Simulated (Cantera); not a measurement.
A perfectly stirred reactor is fed with CH₄ : CO₂ = 1 : 0.7 (molar parts), at 101000 Pa; it is held at 2075 K, and followed from long to short residence time.

Computed with Cantera and GRI-Mech 3.0 (53 species, 325 reactions).

What does this change do: CH4 1 to 0.26 parts?


```json
[
 {"quantity": "x(CH₄) at τ = 15.0 s", "before": "0.00110", "after": "1.08e-5"},
 {"quantity": "x(CO₂) at τ = 15.0 s", "before": "5.14e-5", "after": "0.116"},
 {"quantity": "x(C₂H₆) at τ = 15.0 s", "before": "3.33e-8", "after": "8.05e-12"},
 {"quantity": "x(H₂) at τ = 15.0 s", "before": "0.541", "after": "0.170"},
 {"quantity": "x(CO) at τ = 15.0 s", "before": "0.412", "after": "0.532"},
 {"quantity": "x(CH₄) at τ = 0.190 s", "before": "0.00602", "after": "0.000994"},
 {"quantity": "x(CO₂) at τ = 0.190 s", "before": "0.00297", "after": "0.119"},
 {"quantity": "x(C₂H₆) at τ = 0.190 s", "before": "8.20e-7", "after": "5.54e-8"},
 {"quantity": "x(H₂) at τ = 0.190 s", "before": "0.521", "after": "0.168"},
 {"quantity": "x(CO) at τ = 0.190 s", "before": "0.399", "after": "0.530"}
]
```

What does this change do: CH4 1 to 6 parts?


| quantity | before | after |
|---|---|---|
| x(CH₄) at τ = 15.0 s | 0.00110 | 0.00270 |
| x(CO₂) at τ = 15.0 s | 5.14e-5 | 1.57e-6 |
| x(C₂H₆) at τ = 15.0 s | 3.33e-8 | 1.74e-7 |
| x(H₂) at τ = 15.0 s | 0.541 | 0.693 |
| x(CO) at τ = 15.0 s | 0.412 | 0.105 |
| x(CH₄) at τ = 0.190 s | 0.00602 | 0.00803 |
| x(CO₂) at τ = 0.190 s | 0.00297 | 0.000122 |
| x(C₂H₆) at τ = 0.190 s | 8.20e-7 | 1.14e-6 |
| x(H₂) at τ = 0.190 s | 0.521 | 0.688 |
| x(CO) at τ = 0.190 s | 0.399 | 0.104 |
GRI-Mech 3.0 stops at C3 and has no aromatics, soot or wall deposition, so with more carbon than oxygen in the feed, carbon stays in small species such as C2H2 where larger ones or solid carbon would form.
